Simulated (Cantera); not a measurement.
Input: 1 mol SiH₂Cl₂, 0.34 mol O₂, 4.6 mol N₂, 0.76 mol O₃, at 773.15 K and 830 Pa.

These are equilibrium values from Cantera (NASA tables, ideal gas, pure condensed phases), not measurements of a reactor. Candidate condensed phases: H₂O, NH₄Cl, Si, SiO₂, Si₂N₂O, Si₃N₄; 47 gas species. The numbers say what is thermodynamically allowed, not how fast it happens.

Base state: N₂ 0.665, HCl 0.198, O₂ 0.0466, H₂O 0.0456, Cl₂ 0.0456, Cl 1.15e-5 (mole fractions); condensed: SiO₂(α-quartz).

Q: What changes in the equilibrium state with this change: SiH₂Cl₂ replaced by TEOS?

A: 
```tsv
species	before	after
H₂	<1e-9	0.513
N₂	0.665	0.254
CO	0	0.151
HCl	0.198	0
O₂	0.0466	<1e-9
CO₂	0	0.0462
Cl₂	0.0456	0
H₂O	0.0456	0.0306
CH₄	0	0.00461
Cl	1.15e-5	0
SiO₂(α-quartz), mol	1.00	1.00
C(graphite), mol	0	4.34
```
The feed counts by its element totals alone. Further candidate phases: C, C₆H₆, C₇H₈, C₈H₁₈, SiC.
